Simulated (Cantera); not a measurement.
What does this Cantera script print?

```python
import numpy as np
import cantera as ct

gas = ct.Solution("SiF4_NH3_mec.yaml", "gas")
gas.TPX = 1675, 1333, {'NH3': 1, 'N2': 0.18}
inlet = ct.Reservoir(gas, clone=True)

reactor = ct.IdealGasConstPressureReactor(gas, energy="off", clone=False)
exhaust = ct.Reservoir(gas, clone=True)
tau = [18, 6.3, 2.1, 0.73, 0.25, 0.085, 0.029, 0.01, 0.0034, 0.0012, 0.0004][0]
for a, b in ((inlet, reactor), (reactor, exhaust)):
    ct.MassFlowController(a, b, mdot=lambda t: reactor.mass / tau)
net = ct.ReactorNet([reactor])
show = ['NH3', 'N2', 'H2', 'H', 'N', 'N2H4']

rows = []
print(f"{'tau/s':>10s}{'T/K':>9s}" + "".join(f"{s:>11s}" for s in show))
for tau in [18, 6.3, 2.1, 0.73, 0.25, 0.085, 0.029, 0.01, 0.0034, 0.0012, 0.0004]:
    net.initial_time = 0.0
    net.advance(30 * tau)
    before = gas.X
    net.advance(40 * tau)
    drift = np.max(np.abs(gas.X - before) / (gas.X + 1e-9))
    rows.append([gas.T, *gas[show].X, drift])
    print(f"{tau:10.3e}{gas.T:9.1f}" + "".join(f"{x:11.3e}" for x in gas[show].X))
```

Output:

```
     tau/s      T/K        NH3         N2         H2          H          N       N2H4
 1.800e+01   1675.0  5.470e-01  2.090e-01  2.437e-01  3.886e-05  8.799e-08  6.984e-09
 6.300e+00   1675.0  7.049e-01  1.793e-01  1.156e-01  1.747e-05  6.532e-08  1.034e-08
 2.100e+00   1675.0  7.935e-01  1.626e-01  4.359e-02  6.628e-06  3.340e-08  1.293e-08
 7.300e-01   1675.0  8.287e-01  1.560e-01  1.504e-02  2.358e-06  1.213e-08  1.395e-08
 2.500e-01   1675.0  8.418e-01  1.535e-01  4.410e-03  7.160e-07  3.347e-09  1.241e-08
 8.500e-02   1675.0  8.462e-01  1.527e-01  8.764e-04  1.548e-07  6.076e-10  6.926e-09
 2.900e-02   1675.0  8.473e-01  1.525e-01  9.707e-05  2.790e-08  6.630e-11  1.399e-09
 1.000e-02   1675.0  8.474e-01  1.525e-01  1.897e-05  1.523e-08  1.170e-11  1.722e-10
 3.400e-03   1675.0  8.474e-01  1.525e-01  5.881e-06  1.401e-08  1.107e-12  1.963e-11
 1.200e-03   1675.0  8.475e-01  1.525e-01  2.046e-06  1.383e-08  4.866e-14  2.327e-12
 4.000e-04   1675.0  8.475e-01  1.525e-01  6.723e-07  1.363e-08  1.336e-15  2.238e-13
```

Detailed kinetics in Cantera: the gas-phase N/H chemistry of the illustrative SiF4/NH3 mechanism in the Surface Chemkin manual (1991). Walls and surfaces, which speed up NH3 decomposition in real reactors, are not modelled.
